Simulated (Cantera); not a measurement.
What does this Cantera script print?

```python
import numpy as np
import cantera as ct

gas = ct.Solution("gri30.yaml")
gas.TPX = 1773, 48000, {'CH4': 1, 'C2H6': 0.15, 'O2': 0.87, 'N2': 7.3}
reactor = ct.IdealGasReactor(gas, energy="on", clone=False)
net = ct.ReactorNet([reactor])
net.rtol, net.atol = 1e-08, 1e-16
show = ['CH4', 'C2H6', 'O2', 'H2O', 'OH', 'NO']
times = np.geomspace(9e-06, 0.7, 14)

steps = ct.SolutionArray(gas, extra=["t"])
rows = []
print(f"{'t/s':>10s}{'T/K':>9s}{'P/Pa':>11s}" + "".join(f"{s:>11s}" for s in show))
for t in times:
    while net.time < t:
        t_next = net.step()
        steps.append(gas.state, t=t_next)
    rows.append([np.interp(t, steps.t, y) for y in (steps.T, steps.P, *steps(*show).X.T)])
    print(f"{t:10.3e}{rows[-1][0]:9.1f}{rows[-1][1]:11.4g}" + "".join(f"{x:11.3e}" for x in rows[-1][2:]))
rate = np.gradient(steps.T, steps.t)
print("integrator steps:", len(steps.t))
if steps.T.max() > steps.T[0] + 200:
    print(f"time of steepest temperature rise: {steps.t[rate.argmax()]:.4e} s")
gas.TPX = 1773, 48000, {'CH4': 1, 'C2H6': 0.15, 'O2': 0.87, 'N2': 7.3}
gas.equilibrate("UV")
print(f"equilibrium (UV): T = {gas.T:.1f} K  " + "  ".join(f"{s} {gas[s].X[0]:.3e}" for s in show))
```

Output:

```
       t/s      T/K       P/Pa        CH4       C2H6         O2        H2O         OH         NO
 9.000e-06   1753.5  4.758e+04  1.067e-01  1.387e-02  9.294e-02  1.894e-04  1.533e-05  1.584e-11
 2.140e-05   1741.1  4.741e+04  1.040e-01  1.111e-02  9.141e-02  1.500e-03  4.402e-05  3.840e-10
 5.090e-05   1761.1  4.849e+04  9.224e-02  5.987e-03  8.371e-02  8.490e-03  8.878e-05  4.411e-09
 1.210e-04   1992.7  5.789e+04  4.251e-02  3.864e-04  4.240e-02  4.523e-02  2.480e-04  1.876e-07
 2.878e-04   2347.2  7.253e+04  1.756e-03  2.737e-07  2.794e-06  7.273e-02  3.234e-04  1.964e-05
 6.844e-04   2342.3  7.333e+04  1.259e-03  1.344e-07  4.759e-07  5.999e-02  2.550e-04  5.009e-05
 1.628e-03   2335.1  7.421e+04  7.272e-04  4.440e-08  3.050e-07  4.630e-02  1.918e-04  9.457e-05
 3.871e-03   2328.0  7.473e+04  1.735e-04  2.592e-09  2.179e-07  3.749e-02  1.546e-04  1.724e-04
 9.204e-03   2322.6  7.474e+04  9.686e-07  9.548e-14  2.376e-07  3.560e-02  1.596e-04  2.283e-04
 2.189e-02   2320.7   7.47e+04  4.284e-10  2.221e-20  2.786e-07  3.554e-02  1.724e-04  1.071e-04
 5.205e-02   2321.4  7.472e+04  8.860e-11  1.114e-21  2.824e-07  3.559e-02  1.737e-04  3.700e-05
 1.238e-01   2321.6  7.473e+04  7.786e-11  8.826e-22  2.830e-07  3.561e-02  1.739e-04  1.977e-05
 2.944e-01   2321.6  7.473e+04  7.693e-11  8.639e-22  2.831e-07  3.561e-02  1.739e-04  1.751e-05
 7.000e-01   2321.6  7.473e+04  7.691e-11  8.636e-22  2.831e-07  3.561e-02  1.739e-04  1.748e-05
integrator steps: 1692
time of steepest temperature rise: 1.4487e-04 s
equilibrium (UV): T = 2321.6 K  CH4 8.607e-11  C2H6 1.054e-21  O2 2.831e-07  H2O 3.561e-02  OH 1.739e-04  NO 1.748e-05
```

Detailed kinetics in Cantera: GRI-Mech 3.0 (53 species, 325 reactions).
